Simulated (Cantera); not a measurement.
# Equilibrium for silicon etching in halogen gases: Si + HCl + H₂

Charge: 1 mol Si, 26 mol HCl, 36 mol H₂, held at 0.110 bar.

Cantera equilibrium calculation (NASA polynomials, part measured and part estimated; ideal gas, pure solids and liquids). Candidate condensed phases: Si; 19 gas species. The tables' values for SiCl₃ are old estimates; treat these amounts as uncertain. Equilibrium is a limit: real reactors are often held back by kinetics, nucleation or transport.

```
T (K)   x H₂  x HCl   x SiCl₄   x SiCl₂
-----  -----  -----  --------  --------
575    0.623  0.361    0.0164    <1e-12
675    0.623  0.361    0.0164    <1e-12
775    0.623  0.361    0.0164  7.17e-12
875    0.623  0.361    0.0163   1.50e-9
975    0.623  0.361    0.0162   1.02e-7
1075   0.623  0.361    0.0160   3.08e-6
1175   0.622  0.362    0.0154   5.00e-5
1275   0.620  0.363    0.0139  0.000477
1375   0.616  0.368    0.0103   0.00256
1475   0.608  0.376   0.00520   0.00697
1575   0.602  0.381   0.00190    0.0110
1675   0.599  0.384  0.000625    0.0133
```
x: gas mole fraction; nothing condenses.

From 575 K to 1675 K nothing is condensed. The main Si-bearing gas is SiCl₄ at 575 K and SiCl₂ at 1675 K.
